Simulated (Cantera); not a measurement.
Feed: 1 mol FeS, 4.8 mol SO3, 0.73 mol O2, at 1125 K and 0.0133 bar.

Equilibrium computed with Cantera from the NASA thermochemical tables; the gas is ideal and each condensed phase is pure. Candidate condensed phases: Fe, FeO, FeS, FeSO4, FeS2, Fe2O3, Fe2(SO4)3, Fe3O4, S; 12 gas species. Kinetics and transport are ignored.

Base state: SO2 0.796, O2 0.184, SO3 0.0194 (mole fractions); condensed: Fe2O3(s).

Q: What changes in the equilibrium state with this change: temperature from 1125 K to 800 K?

A: 
| species | before | after |
|---|---|---|
| SO2 | 0.796 | 0.719 |
| SO3 | 0.0194 | 0.272 |
| O2 | 0.184 | 0.00907 |
| Fe2O3(s), mol | 0.500 | 0 |
| Fe2(SO4)3(s), mol | 0 | 0.500 |

Q: What changes in the equilibrium state with this change: SO3 from 4.8 to 0.094 mol?

A: 
```csv
species,before,after
SO2,0.796,0.905
S2,<1e-9,0.0912
S2O,<1e-9,0.00297
O2,0.184,<1e-9
SO3,0.0194,8.54e-8
SO,1.75e-9,0.000515
"Fe2O3(s), mol",0.500,0
"FeS(s), mol",0,0.470
"Fe3O4(s), mol",0,0.177
```
Mutual solubility and eutectic melting of coexisting phases are not modelled. FeS: taken at fixed stoichiometry. Gases not in the tables: S3 to S7.
